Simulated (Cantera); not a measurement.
An isothermal, constant-pressure homogeneous reactor starts with H2 : O2 : N2 = 1.5 : 1 : 6.2 (molar parts), at 825 K and 100.0 Torr. Integrator tolerance rtol = 1e-08.

Cantera simulation using GRI-Mech 3.0 (53 species, 325 reactions); the numbers are that mechanism's predictions, not measurements. Radical loss at walls, strong at low pressure, is not modelled. Below about 950 K walls govern HO2 and H2O2 in real vessels. The temperature is held fixed by assumption; the heat of reaction is taken as removed at once.

Question: What does this change do: N2 6.2 to 54 parts?

Answer: 
```csv
quantity,before,after
x(H2) at 1.00 s,0.0346 (gas-phase equilibrium <1e-12),0.000237 (gas-phase equilibrium <1e-12)
x(O2) at 1.00 s,0.0482 (gas-phase equilibrium 0.0314),0.00460 (gas-phase equilibrium 0.00448)
x(HO2) at 1.00 s,2.95e-6 (gas-phase equilibrium 6.26e-12),5.80e-7 (gas-phase equilibrium <1e-12)
x(NO) at 1.00 s,5.81e-9 (gas-phase equilibrium 1.18e-6),3.45e-8 (gas-phase equilibrium 4.95e-7)
x(N2O) at 1.00 s,1.32e-9 (gas-phase equilibrium 4.40e-11),3.11e-9 (gas-phase equilibrium 2.06e-11)
x(OH) at 1.00 s,7.24e-10 (gas-phase equilibrium 2.59e-9),5.05e-7 (gas-phase equilibrium 6.01e-10)
x(H2O2) at 1.00 s,1.86e-5 (gas-phase equilibrium 2.29e-12),8.62e-8 (gas-phase equilibrium <1e-12)
```

Question: What does this change do: pressure from 100.0 Torr to 0.220 bar?

Answer: 
| quantity | before | after |
|---|---|---|
| x(H2) at 1.00 s | 0.0346 (gas-phase equilibrium <1e-12) | 0.110 (gas-phase equilibrium <1e-12) |
| x(O2) at 1.00 s | 0.0482 (gas-phase equilibrium 0.0314) | 0.0847 (gas-phase equilibrium 0.0314) |
| x(HO2) at 1.00 s | 2.95e-6 (gas-phase equilibrium 6.26e-12) | 3.23e-6 (gas-phase equilibrium 7.10e-12) |
| x(NO) at 1.00 s | 5.81e-9 (gas-phase equilibrium 1.18e-6) | 3.56e-10 (gas-phase equilibrium 1.18e-6) |
| x(N2O) at 1.00 s | 1.32e-9 (gas-phase equilibrium 4.40e-11) | 5.33e-10 (gas-phase equilibrium 5.65e-11) |
| x(OH) at 1.00 s | 7.24e-10 (gas-phase equilibrium 2.59e-9) | 2.25e-10 (gas-phase equilibrium 2.29e-9) |
| x(H2O2) at 1.00 s | 1.86e-5 (gas-phase equilibrium 2.29e-12) | 2.97e-5 (gas-phase equilibrium 2.95e-12) |
